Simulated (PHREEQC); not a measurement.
Dissolve 1.1 mmol/kgw HF, 2.1 mmol/kgw (NH4)2SiF6, 4.8 mmol/kgw H3AsO4 and 0.6 mmol/kgw HCl at 16 °C. Closed to the air; pH follows from the charge balance.

Model: ion-association model, wateq4f.dat, run in PHREEQC.

This is a speciation only: nothing precipitates in the calculation.

Problem. Predict the pH.

Solution. pH 2.47.

Problem. In which forms is F present?

Solution. SiF6-2 81 %, HF 15 %, F- 3.8 % of the F.

Examples of supersaturated solids here: Quartz (slow to form). Others may be too. Complexes and solids missing from the database can't appear. SiF6-2 is the database's only silicon fluoride.
